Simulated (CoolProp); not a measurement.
Vapour-liquid equilibrium of carbon dioxide (1) + propane (2) at 0.697 MPa; x and y are mole fractions of (1).

Values from CoolProp's multi-fluid Helmholtz-energy mixture model, Span 1996 and Lemmon 2009; pair parameters Kunz 2012.

```tsv
x	bubble temperature (°C)	y at the bubble point	dew temperature at overall composition x (°C)	liquid density (mol/L)
0.05	-0.6	0.331	11.3	12.23
0.2	-27.7	0.758	5.2	13.91
0.35	-39.2	0.865	-1.6	15.36
0.5	-43.9	0.901	-9.4	16.88
0.65	-45.9	0.918	-19.0	18.70
0.8	-47.3	0.935	-31.8	21.14
0.95	-48.9	0.974	-48.1	24.67
```

No azeotrope shows between x = 0.05 and 0.95.

The pair parameters rest on a limited set of measurements; away from them the model extrapolates. With so large a gap from Raoult's law the liquid may split in two, which this calculation doesn't test in full.
